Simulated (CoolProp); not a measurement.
A single-stage vapour-compression cycle with the fluid: evaporating at 257.15 K (dew point), condensing at 324.15 K (bubble point), superheat 2 K, subcooling 2 K, compressor efficiency 0.85, no pressure losses. The same conditions are run with several fluids, on thermodynamics alone (safety and materials aside).

Computed with CoolProp (reference Helmholtz-energy equation of state of each fluid (carbonyl sulfide: Lemmon 2006; R134a: Tillner-Roth 1994; C3F8 (R218): Lemmon 2006; fluoroethane (R161): Wu 2012; R11: Jacobsen 1992; n-pentane: Thol 2019)).

Problem. Rank carbonyl sulfide, R134a, C3F8 (R218), fluoroethane (R161), R11, n-pentane by cooling COP, highest first.

Solution. R11 (2.65), n-pentane (2.47), carbonyl sulfide (2.41), fluoroethane (R161) (2.37), R134a (2.26), C3F8 (R218) (1.14)

```tsv
fluid	pressure ratio	discharge temperature (K)	refrigerating effect (kJ/kg)	volumetric capacity (kJ/m³)
carbonyl sulfide	5.92	392.2	198	2320
R134a	8.59	341.4	121	952
C3F8 (R218)	6.97	324.1	24.2	552
fluoroethane (R161)	7.13	362.9	256	1520
R11	12.6	354.3	139	173
n-pentane	14.7	325.2	251	94.7
```

The compression ends wet for: C3F8 (R218).
